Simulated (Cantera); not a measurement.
Input (Python, Cantera) and output of one run.

```python
import numpy as np
import cantera as ct

gas_names = [...]  # 118 gases of nasa_gas.yaml made of C, Cl, F, H
cond_names = """
    C(gr) C6H6(L) C7H8(L) C8H18(L),n-octa
""".split()


# ... load() reads the species with a 1 bar reference pressure and builds the phases ...
atoms = {
    'CHF3': {'C': 1, 'H': 1, 'F': 3},
    'HCl': {'H': 1, 'CL': 1},
    'H2': {'H': 2},
}
top_T = {'C(gr)': 4500}  # K; cautious upper limits of use, not melting points


# ... equilibrate(T, P, feed) seeds the gas with the atoms and calls Mixture.equilibrate('TP', solver="vcs", rtol=1e-11, max_steps=5000) ...
results = []
feed = {'CHF3': 1, 'HCl': 0.036, 'H2': 0.57}  # mol
T = 1700  # K
for P in [1, 6.8, 46, 320, 2200, 15000, 100000]:
    mix = equilibrate(T, P, feed)
    results.append((T, P, feed, dict(zip(mix.species_names, mix.species_moles))))

top = {s: max(r[3][s] / sum(r[3][g] for g in gas_names) for r in results) for s in gas_names}
cols = sorted((s for s in top if top[s] > 0.001), key=lambda s: -top[s])[:7]
seen = [c for c in cond_names if any(r[3].get(c, 0) > 1e-12 for r in results)]
print("log10 of partial pressures in bar; condensed amounts in mol")
print(f"{'P/Pa':>10s}" + "".join(f"{s[:9]:>10s}" for s in cols + seen))
for T, P, feed, n in results:
    ng = sum(n[g] for g in gas_names)
    print(f"{P:10.4g}" + "".join(f"{np.log10(max(n[s] / ng * P / 1e5, 1e-99)):10.3f}" for s in cols)
          + "".join(f"{n.get(c, 0):10.4g}" for c in seen))
```

Result:

```
log10 of partial pressures in bar; condensed amounts in mol
      P/Pa        HF         F       CF4       CF2        CL       HCL     C(gr)
         1    -5.087    -6.020    -6.448    -6.452    -6.868    -9.834    0.8101
       6.8    -4.226    -5.744    -5.344    -5.900    -6.009    -8.391    0.7872
        46    -3.387    -5.518    -4.441    -5.448    -5.176    -6.944    0.7883
       320    -2.542    -5.301    -3.575    -5.015    -4.355    -5.495    0.7906
      2200    -1.704    -5.089    -2.726    -4.591    -3.607    -4.121    0.7906
   1.5e+04    -0.871    -4.878    -1.883    -4.169    -3.022    -2.914    0.7885
     1e+05    -0.048    -4.671    -1.052    -3.754    -2.638    -1.914    0.7863
```

Method: chemical equilibrium by Gibbs-energy minimisation in Cantera with the NASA 1993 tables (ideal gas, pure condensed phases). Gases not in the tables: C2F6 and larger saturated fluorocarbons.
